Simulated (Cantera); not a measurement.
An isothermal, constant-pressure homogeneous reactor starts with H₂ : O₂ : N₂ = 1.8 : 1 : 0.95 (molar parts), equivalence ratio 0.90, at 850 K and 0.133 bar. Integrator tolerance rtol = 1e-08.

Model: GRI-Mech 3.0 (53 species, 325 reactions), integrated in Cantera. Radical loss at walls, strong at low pressure, is not modelled. Below about 950 K walls govern HO2 and H2O2 in real vessels. The temperature is held fixed by assumption; the heat of reaction is taken as removed at once.

What does this change do: pressure from 0.133 bar to 0.480 bar?


```json
[
 {"quantity": "x(H₂) at 20.0 s", "before": "0.154 (gas-phase equilibrium 4.27e-12)", "after": "0.295 (gas-phase equilibrium 2.25e-12)"},
 {"quantity": "x(O₂) at 20.0 s", "before": "0.109 (gas-phase equilibrium 0.0351)", "after": "0.177 (gas-phase equilibrium 0.0351)"},
 {"quantity": "x(NO) at 20.0 s", "before": "8.63e-9 (gas-phase equilibrium 1.20e-6)", "after": "<1e-12 (gas-phase equilibrium 1.20e-6)"},
 {"quantity": "x(OH) at 20.0 s", "before": "1.16e-8 (gas-phase equilibrium 9.77e-9)", "after": "6.24e-9 (gas-phase equilibrium 7.09e-9)"},
 {"quantity": "x(H₂O) at 20.0 s", "before": "0.429 (gas-phase equilibrium 0.632)", "after": "0.242 (gas-phase equilibrium 0.632)"},
 {"quantity": "x(NO₂) at 20.0 s", "before": "3.55e-8 (gas-phase equilibrium 3.30e-8)", "after": "<1e-12 (gas-phase equilibrium 6.26e-8)"}
]
```

What does this change do: pressure from 0.133 bar to 0.710 bar?


| quantity | before | after |
|---|---|---|
| x(H₂) at 20.0 s | 0.154 (gas-phase equilibrium 4.27e-12) | 0.246 (gas-phase equilibrium 1.85e-12) |
| x(O₂) at 20.0 s | 0.109 (gas-phase equilibrium 0.0351) | 0.153 (gas-phase equilibrium 0.0351) |
| x(NO) at 20.0 s | 8.63e-9 (gas-phase equilibrium 1.20e-6) | <1e-12 (gas-phase equilibrium 1.20e-6) |
| x(OH) at 20.0 s | 1.16e-8 (gas-phase equilibrium 9.77e-9) | 6.53e-9 (gas-phase equilibrium 6.43e-9) |
| x(H₂O) at 20.0 s | 0.429 (gas-phase equilibrium 0.632) | 0.307 (gas-phase equilibrium 0.632) |
| x(NO₂) at 20.0 s | 3.55e-8 (gas-phase equilibrium 3.30e-8) | <1e-12 (gas-phase equilibrium 7.61e-8) |
